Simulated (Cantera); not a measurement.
A perfectly stirred reactor is fed with NH₃ : H₂ = 1 : 1.2 (molar parts), at 0.0190 bar; it is held at 2375 K, and followed from long to short residence time.

Detailed kinetics in Cantera: the gas-phase N/H chemistry of the illustrative SiF4/NH3 mechanism in the Surface Chemkin manual (1991). Walls and surfaces, which speed up NH3 decomposition in real reactors, are not modelled.

| quantity | before | after |
|---|---|---|
| x(NH₃) at τ = 6.80 s | 7.90e-5 | 0.0149 |
| x(H₂) at τ = 6.80 s | 0.789 | 0.831 |
| x(N₂) at τ = 6.80 s | 0.151 | 0.151 |
| x(N₂H₂) at τ = 6.80 s | 4.84e-9 | 1.59e-7 |
| x(N₂H₄) at τ = 6.80 s | <1e-12 | 8.06e-11 |
| x(NH₃) at τ = 0.110 s | 0.131 | 0.319 |
| x(H₂) at τ = 0.110 s | 0.754 | 0.633 |
| x(N₂) at τ = 0.110 s | 0.110 | 0.0458 |
| x(N₂H₂) at τ = 0.110 s | 3.53e-6 | 4.81e-6 |
| x(N₂H₄) at τ = 0.110 s | 1.58e-9 | 4.76e-9 |

Problem. What was changed between the two runs?
A) temperature 2375 to 1648 K
B) pressure from 0.0190 bar to 0.0133 bar
C) NH3 1 to 1.6 parts
D) temperature 2375 to 2150 K

Solution. D, temperature 2375 to 2150 K
